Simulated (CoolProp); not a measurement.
CF4 (R14) along the isotherm -104.65 °C: fugacity coefficient from the reference equation and from simpler models built on Tc = -45.8 °C, pc = 37.62 bar, ω = 0.178; each cubic takes its own stable root.

Values from CoolProp's reference Helmholtz-energy equation of state, Platzer 1990. This equation is an older, rougher fit; its heat capacities, sound speeds and derivatives of the liquid may be far off and weren't checked against measurements.

| p (bar) | phase | reference |
|---|---|---|
| 10.5 | liquid | 0.3643 |
| 20.9 | liquid | 0.1913 |
| 31.4 | liquid | 0.1331 |
| 41.8 | liquid | 0.1045 |
| 52.3 | liquid | 0.08726 |
| 62.7 | liquid | 0.07602 |
| 73.2 | liquid | 0.06803 |
| 83.6 | liquid | 0.06220 |
| 94.1 | liquid | 0.05772 |

Q: How far does each simpler model (van der Waals, Redlich-Kwong, Soave-Redlich-Kwong, Peng-Robinson) lie from the reference over these 9 states: mean and median of the absolute difference, and the worst?

A: 
- van der Waals: mean 141.0 %, median 141.1 %, worst +161.3 % at -104.65 °C and 94.1 bar
- Redlich-Kwong: mean 25.8 %, median 25.8 %, worst +26.7 % at -104.65 °C and 94.1 bar
- Soave-Redlich-Kwong: mean 1.5 %, median 1.5 %, worst +1.9 % at -104.65 °C and 94.1 bar
- Peng-Robinson: mean 2.1 %, median 2.1 %, worst -3.7 % at -104.65 °C and 94.1 bar
